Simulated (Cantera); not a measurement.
Equilibrium for hydrogen reduction and annealing atmospheres: FeS + H2

Input: 1 mol FeS, 23 mol H2, held at 1098.15 K and 0.0230 bar.

Cantera equilibrium calculation (NASA polynomials, part measured and part estimated; ideal gas, pure solids and liquids). Candidate condensed phases: Fe, FeS, FeS2, S; 8 gas species. Mutual solubility and eutectic melting of coexisting phases are not modelled. FeS: taken at fixed stoichiometry. The numbers say what is thermodynamically allowed, not how fast it happens.

```
Item                                 Result
-------------------------------  ----------
x(H2)                                 0.998
x(H2S)                              0.00225
n(Fe(α))                         0.0518 mol
n(FeS(s))                         0.948 mol
gas amount                        23.00 mol
log10 activity of S(l) (absent)       -4.96
```
